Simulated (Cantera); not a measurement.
Feed: 1 mol MgO, 1.9 mol F2, 1.2 mol O2, at 133 Pa.

These are equilibrium values from Cantera (NASA tables, ideal gas, pure condensed phases), not measurements of a reactor. Candidate condensed phases: Mg, MgF2, MgO; 14 gas species. Equilibrium is a limit: real reactors are often held back by kinetics, nucleation or transport.

### Question
At 1548 K, list the 6 most abundant gas species with their mole fractions, and the condensed phases.

### Answer
F 0.463, O2 0.437, MgF2 0.100, O 0.000138, Mg2F4 3.40e-5, F2 2.53e-5. Condensed: MgF2(l).
